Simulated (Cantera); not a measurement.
A freely propagating, adiabatic, planar premixed flame of 26.5 % H2, 15.4 % O2, 58.1 % N2, equivalence ratio 0.86, unburnt at 550 K and 0.967 atm; mixture-averaged transport, grid criteria slope 0.08 and curve 0.16, no radiation.

Computed with Cantera and the H2/O2 subset of GRI-Mech 3.0, which has no nitrogen chemistry. Burning velocities carry a grid error of a few per cent, more on coarse grids.

x: mole fraction of selected species; z is measured from the peak of heat release.

| z (mm) | T (K) | u (m/s) | x H2 | x O2 | x H | x H2O2 | x H2O | x HO2 |
|---|---|---|---|---|---|---|---|---|
| -1.37 | 550 | 5.56 | 0.265 | 0.154 | <1e-8 | <1e-8 | <1e-8 | <1e-8 |
| -0.913 | 550 | 5.56 | 0.265 | 0.154 | <1e-8 | <1e-8 | <1e-8 | <1e-8 |
| -0.685 | 550 | 5.56 | 0.265 | 0.154 | <1e-8 | <1e-8 | <1e-8 | <1e-8 |
| -0.457 | 550 | 5.56 | 0.265 | 0.154 | <1e-8 | <1e-8 | 1.81e-7 | 2.39e-7 |
| -0.228 | 561 | 5.65 | 0.261 | 0.155 | 5.26e-5 | 3.58e-6 | 0.000431 | 0.000184 |
| -0.114 | 763 | 7.48 | 0.227 | 0.151 | 0.00394 | 2.36e-5 | 0.0177 | 0.000234 |
| 0 | 1204 | 11.4 | 0.131 | 0.115 | 0.0279 | 6.71e-6 | 0.0995 | 9.87e-5 |
| 0.114 | 1525 | 14.3 | 0.0528 | 0.0610 | 0.0445 | 3.52e-6 | 0.192 | 4.52e-5 |
| 0.228 | 1682 | 15.6 | 0.0356 | 0.0451 | 0.0406 | 1.98e-6 | 0.219 | 2.87e-5 |
| 0.457 | 1844 | 17.0 | 0.0315 | 0.0394 | 0.0299 | 1.02e-6 | 0.233 | 1.99e-5 |
| 0.913 | 2004 | 18.2 | 0.0275 | 0.0355 | 0.0195 | 5.64e-7 | 0.245 | 1.34e-5 |
| 1.83 | 2150 | 19.4 | 0.0218 | 0.0320 | 0.0111 | 3.63e-7 | 0.259 | 8.54e-6 |
| 3.65 | 2269 | 20.2 | [?] | [?] | [?] | [?] | 0.273 | [?] |

Question: Complete the blanks.

Answer: 
- 3.65, x H2: 0.0153
- 3.65, x O2: 0.0291
- 3.65, x H: 0.00556
- 3.65, x H2O2: 2.71e-7
- 3.65, x HO2: 5.53e-6
